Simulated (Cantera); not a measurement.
A Cantera script and what it prints.

```python
import numpy as np
import cantera as ct

gas_names = """
    Cu CuF CuF2 Cu2 F F2
""".split()
cond_names = """
    Cu(cr) Cu(L) CuF2(s) CuF2(L)
""".split()


def load(file, names, dense=False):
    # The tables refer to 1 bar. Condensed volumes are neglected.
    table = {s.name: s for s in ct.Species.list_from_file(file)}
    out = []
    for n in names:
        d = dict(table[n].input_data)
        d["thermo"] = dict(d["thermo"], **{"reference-pressure": 1e5})
        if dense:
            d["equation-of-state"] = {"model": "constant-volume", "density": "1e6 g/cm^3"}
        out.append(ct.Species.from_dict(d))
    return out


gas = ct.Solution(thermo="ideal-gas", species=load("nasa_gas.yaml", gas_names))
cond = {s.name: ct.Solution(thermo="fixed-stoichiometry", species=[s], name=s.name)
        for s in load("nasa_condensed.yaml", cond_names, dense=True)}
atoms = {
    'Cu': {'Cu': 1},
    'F2': {'F': 2},
}
top_T = {}  # K; cautious upper limits of use, not melting points


def equilibrate(T, P, feed):
    n = {}
    for name, mol in feed.items():
        for a, k in atoms[name].items():
            n[a] = n.get(a, 0.0) + k * mol
    gas.TPX = T, P, n
    mass = sum(n.values()) * gas.mean_molecular_weight
    gas.equilibrate("TP")
    valid = [c for c in cond.values() if c.min_temp <= T <= top_T.get(c.name, c.max_temp)]
    mix = ct.Mixture([(gas, mass / gas.mean_molecular_weight)] + [(c, 0.0) for c in valid])
    mix.T, mix.P = T, P
    mix.equilibrate("TP", solver="vcs", rtol=1e-11, max_steps=5000)
    return mix


results = []
feed = {'Cu': 1, 'F2': 4.7}  # mol
P = 75  # Pa
for T in [825, 900, 975, 1050, 1125, 1200, 1275, 1350, 1425, 1500]:
    mix = equilibrate(T, P, feed)
    results.append((T, P, feed, dict(zip(mix.species_names, mix.species_moles))))
    x = sorted(zip(gas.X, gas.species_names), reverse=True)
    print(f"T = {T:g} K  P = {P:g} Pa  gas = {mix.phase_moles(0):.4g} mol")
    print("   x: " + "  ".join(f"{s} {v:.3e}" for v, s in x if v > 1e-06))
    print("   condensed (mol): " + ("  ".join(f"{mix.phase(i).name} {mix.phase_moles(i):.4g}"
          for i in range(1, mix.n_phases) if mix.phase_moles(i) > 1e-12) or "none"))
```

Result:

```
T = 825 K  P = 75 Pa  gas = 4.496 mol
   x: F2 6.458e-01  F 3.542e-01  CuF2 2.340e-05
   condensed (mol): CuF2(s) 0.9999
T = 900 K  P = 75 Pa  gas = 5.599 mol
   x: F 6.774e-01  F2 3.221e-01  CuF2 5.333e-04
   condensed (mol): CuF2(s) 0.997
T = 975 K  P = 75 Pa  gas = 6.756 mol
   x: F 8.901e-01  F2 1.026e-01  CuF2 7.328e-03
   condensed (mol): CuF2(s) 0.9505
T = 1050 K  P = 75 Pa  gas = 7.731 mol
   x: F 9.073e-01  CuF2 6.775e-02  F2 2.493e-02
   condensed (mol): CuF2(s) 0.4762
T = 1125 K  P = 75 Pa  gas = 8.345 mol
   x: F 8.736e-01  CuF2 1.198e-01  F2 6.544e-03
   condensed (mol): none
T = 1200 K  P = 75 Pa  gas = 8.382 mol
   x: F 8.785e-01  CuF2 1.193e-01  F2 2.188e-03  CuF 1.161e-06
   condensed (mol): none
T = 1275 K  P = 75 Pa  gas = 8.393 mol
   x: F 8.800e-01  CuF2 1.191e-01  F2 8.252e-04  CuF 8.432e-06
   condensed (mol): none
T = 1350 K  P = 75 Pa  gas = 8.398 mol
   x: F 8.806e-01  CuF2 1.190e-01  F2 3.456e-04  CuF 4.922e-05
   condensed (mol): none
T = 1425 K  P = 75 Pa  gas = 8.401 mol
   x: F 8.808e-01  CuF2 1.188e-01  CuF 2.386e-04  F2 1.583e-04
   condensed (mol): none
T = 1500 K  P = 75 Pa  gas = 8.408 mol
   x: F 8.810e-01  CuF2 1.180e-01  CuF 9.826e-04  F2 7.832e-05
   condensed (mol): none
```

Method: chemical equilibrium by Gibbs-energy minimisation in Cantera with the NASA 1993 tables (ideal gas, pure condensed phases).
